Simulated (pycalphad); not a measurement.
Source of the numbers: pycalphad with the COST 507 light-alloy database (1999); pressure 1 atm. The data set is of 1999 and partly superseded. Diffusion is slow at the low end, where real alloys seldom reach equilibrium.

Hf-0.3974B (wt.%): equilibrium cooling sequence

| T (K) | phases above | phases below |
|---|---|---|
| 2390.4 | liquid | bcc + liquid |
| 2153.7 | bcc + liquid | bcc + BM |
| 2063.8 | bcc + BM | BM + hcp |

Changes were sought between steps of 50 K, so a narrower field can be missed.

Database names, with the compositions (at.%) that they take in these runs: BM: Hf 50 B 50.
